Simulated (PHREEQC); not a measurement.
HCl is added in steps, without added water, to 1 kg of water holding 0.0097 mol/kgw AgF, 0.28 mol/kgw NaCl and 0.00016 mol/kgw Zn(NO3)2, at 20 °C. Oxygen alone is held at its pressure in air (log pO2 = -0.68). No CO2 enters from the air. Solids allowed: Zn(OH)2-e, Zn5(OH)8Cl2, Cerargyrite, Ag2O, Halite, ZnF2. Others were left out.

Base run: PHREEQC, ion-association model, wateq4f.dat. Each further column changes one thing. The table gives F- (mol/kgw).

```tsv
HCl added (mol)	base	all activity coefficients set to 1	metal-ligand complexes left out	Davies equation for every ion
0	0.00902	0.00835	0.00970	0.00896
0.0091	0.00310	0.00229	0.00324	0.00307
0.0169	0.00132	0.000751	0.00134	0.00130
0.026	0.000723	0.000381	0.000729	0.000710
0.0351	0.000493	0.000252	0.000496	0.000483
0.0429	0.000388	0.000195	0.000389	0.000378
0.052	0.000311	0.000154	0.000311	0.000302
```

wateq4f.dat counts part of the HF as a dimer, H2F2, which phreeqc.dat doesn't know; its constant is uncertain.
